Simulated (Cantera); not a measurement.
Equilibrium for carbon deposition, reforming and gasification: C₂H₅OH + NH₃ + O₂

Input: 1 mol C₂H₅OH, 0.027 mol NH₃, 0.27 mol O₂, equilibrated at 1375 K.

These are equilibrium values from Cantera (NASA tables, ideal gas, pure condensed phases), not measurements of a reactor. Candidate condensed phases: C, C₆H₆, C₇H₈, C₈H₁₈, H₂O; 136 gas species. The ideal-gas law is rough above about 30 bar. Equilibrium is a limit: real reactors are often held back by kinetics, nucleation or transport.

```tsv
P (Pa)	x H₂	x CO	x CH₄	x H₂O	x CO₂	n C(graphite)
10	0.662	0.335	2.18e-7	1.02e-7	2.50e-8	0.460
160	0.662	0.335	3.49e-6	1.63e-6	4.00e-7	0.460
2500	0.662	0.335	5.45e-5	2.55e-5	6.25e-6	0.460
40000	0.661	0.335	0.000869	0.000407	9.99e-5	0.458
630000	0.643	0.333	0.0130	0.00621	0.00155	0.436
10000000	0.491	0.298	0.120	0.0673	0.0198	0.334
```
x: gas mole fraction; n: condensed amount in mol.

From 0.0750 Torr to 75000 Torr the condensed part is C(graphite). The main C-bearing gas is CO throughout.
